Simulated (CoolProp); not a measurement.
Values from CoolProp's reference Helmholtz-energy equation of state, Lemmon 2004. It is a short technical equation, of lower accuracy than the large ones.

Q: For n-dodecane, give the phase and the cv (kJ/(kg K)), Joule-Thomson coefficient (K/MPa), Prandtl number at 222.75 °C and 1.55 MPa; 238.95 °C and 1.55 MPa.

A: 
- 222.75 °C and 1.55 MPa: liquid; cv 2.57, Joule-Thomson coefficient -0.132, Prandtl number 6.01
- 238.95 °C and 1.55 MPa: liquid; cv 2.62, Joule-Thomson coefficient -0.0832, Prandtl number 5.64

Viscosity comes from a separate model (Huber 2004). Thermal conductivity comes from a separate model (Huber 2004).
